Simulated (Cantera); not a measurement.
An isothermal, constant-pressure homogeneous reactor starts with 7.14 % NO, 92.9 % N₂, at 1825 K and 1.80 bar.

Cantera simulation using GRI-Mech 3.0 (53 species, 325 reactions); the numbers are that mechanism's predictions, not measurements.

x: mole fraction; the columns are a selection and need not sum to one.

```
t (s)       x NO    x N₂O     x NO₂      x O₂      x O
--------  ------  -------  --------  --------  -------
2.00e-6   0.0714  5.30e-9  1.41e-10    <1e-12  5.17e-9
6.02e-6   0.0714  1.59e-8         ?  3.52e-12  1.48e-8
1.81e-5   0.0714  4.75e-8         ?  2.92e-11  3.88e-8
5.45e-5   0.0714  1.40e-7         ?  2.13e-10  8.45e-8
0.000164  0.0714  3.96e-7         ?   1.41e-9  1.63e-7
0.000494  0.0714  9.98e-7         ?   1.21e-8  3.95e-7
0.00149   0.0714  1.89e-6         ?   1.94e-7  1.19e-6
0.00447   0.0714  2.30e-6         ?   3.74e-6  2.93e-6
0.0135    0.0713  2.31e-6   1.51e-5   2.80e-5  3.60e-6
0.0405    0.0712  2.30e-6   1.57e-5  0.000107  3.75e-6
0.122     0.0707  2.27e-6         ?  0.000343  4.14e-6
0.367     0.0693  2.19e-6         ?   0.00105  5.13e-6
1.10      0.0652  1.95e-6         ?   0.00310  7.28e-6
3.32      0.0544  1.40e-6         ?   0.00849  1.11e-5
10.0      0.0334  6.19e-7         ?    0.0190  1.61e-5
```

**Question.** Fill in the missing entries.

**Answer.** 
- 6.02e-6, x NO₂: 1.21e-9
- 1.81e-5, x NO₂: 9.74e-9
- 5.45e-5, x NO₂: 6.45e-8
- 0.000164, x NO₂: 3.10e-7
- 0.000494, x NO₂: 1.22e-6
- 0.00149, x NO₂: 4.54e-6
- 0.00447, x NO₂: 1.21e-5
- 0.122, x NO₂: 1.73e-5
- 0.367, x NO₂: 2.11e-5
- 1.10, x NO₂: 2.83e-5
- 3.32, x NO₂: 3.62e-5
- 10.0, x NO₂: 3.23e-5
